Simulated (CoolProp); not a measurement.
Values from CoolProp's reference Helmholtz-energy equation of state, Thol 2015.

Task: For 1,2-dichloroethane, give the phase and the Z, speed of sound (m/s), isothermal compressibility (1/MPa), fugacity coefficient at 8.15 °C and 0.101 MPa.

Result: 
- 8.15 °C and 0.101 MPa: liquid; Z 0.00337, speed of sound 1260, isothermal compressibility 0.000708, fugacity coefficient 0.0440
